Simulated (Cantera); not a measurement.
Feed: 1 mol TEOS, 0.42 mol O₃, 46 mol N₂, 4.9 mol CO₂, equilibrated at 352 °C and 43000 Pa.

Equilibrium computed with Cantera from the NASA thermochemical tables; the gas is ideal and each condensed phase is pure. Candidate condensed phases: C, C₆H₆, C₇H₈, C₈H₁₈, H₂O, Si, SiC, SiO₂, Si₂N₂O, Si₃N₄; 151 gas species. The feed counts by its element totals alone. Equilibrium is a limit: real reactors are often held back by kinetics, nucleation or transport.

### Question
What is the equilibrium state?

### Answer
- x(N₂) = 0.786
- x(H₂O) = 0.0963
- x(CO₂) = 0.0630
- x(H₂) = 0.0320
- x(CH₄) = 0.0213
- x(CO) = 0.00101
- x(NH₃) = 6.00e-5
- n(C(graphite)) = 7.91 mol
- n(SiO₂(α-quartz)) = 1.00 mol
- gas amount = 58.49 mol
- log10 activity of Si(s) (absent) = -32.00
